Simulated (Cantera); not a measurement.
Cantera with NASA thermochemical tables; ideal gases at 1 bar, condensed phases pure. Values are per mole of reaction as written; species without (g) are pure solids or liquids, kept so even where they would boil at 1 bar. TiC: taken at fixed stoichiometry.

Problem. Between 698 and 1198 K, where is each reaction favourable under standard conditions?
- 9 C2H4(g) + 4 C2H6(g) + 2 Ti3O5 → 10 C2H5OH(g) + 6 TiC
- 2 Ti4O7 + 2 H2O2(g) + TiC → CH4(g) + 9 TiO2
- Ti3O5 + 2 C2H2(g) → CH3OH(g) + 2 O2(g) + 3 TiC

Solution. 
- 9 C2H4(g) + 4 C2H6(g) + 2 Ti3O5 → 10 C2H5OH(g) + 6 TiC: ΔG° is 1487 kJ at 698 K and 1629 kJ at 1198 K; it stays positive (K < 1). ΔH° is 1283 kJ and ΔS° -289 J/K at 1198 K.
- 2 Ti4O7 + 2 H2O2(g) + TiC → CH4(g) + 9 TiO2: ΔG° is -1134 kJ at 698 K and -1002 kJ at 1198 K; it stays negative (K > 1). ΔH° is -1325 kJ and ΔS° -270 J/K at 1198 K.
- Ti3O5 + 2 C2H2(g) → CH3OH(g) + 2 O2(g) + 3 TiC: ΔG° is 1131 kJ at 698 K and 1072 kJ at 1198 K; it stays positive (K < 1). ΔH° is 1205 kJ and ΔS° 111 J/K at 1198 K.
